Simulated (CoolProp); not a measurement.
Vapour-liquid equilibrium of diethyl ether (1) + acetone (2) at 0.183 MPa; x and y are mole fractions of (1).

Model: multi-fluid Helmholtz-energy mixture model, Thol 2014 and Lemmon 2006; pair parameters Bell 2016, in CoolProp.

```
x      bubble temperature (K)  y at the bubble point  dew temperature at overall composition x (K)  liquid density (mol/L)
-----  ----------------------  ---------------------  --------------------------------------------  ----------------------
0.05                    345.0                  0.119                                         346.5                   12.31
0.125                   341.3                  0.268                                         344.8                   12.01
0.2                     338.1                  0.388                                         343.0                   11.72
0.275                   335.5                  0.483                                         341.1                   11.44
0.35                    333.2                  0.561                                         339.2                   11.15
0.425                   331.4                  0.624                                         337.1                   10.88
0.5                     329.9                  0.677                                         335.0                   10.61
0.575                   328.7                  0.723                                         332.8                   10.36
0.65                    327.7                  0.765                                         330.6                   10.11
0.725                   326.8                  0.806                                         328.6                   9.875
0.8                     326.2                  0.849                                         326.9                   9.651
0.875                   325.7                  0.896                                         325.9                   9.438
0.95                    325.4                  0.953                                         325.4                   9.237
```

No azeotrope shows between x = 0.05 and 0.95.

Pair parameters are fitted to limited data, so mixtures are less certain than the pure fluids.
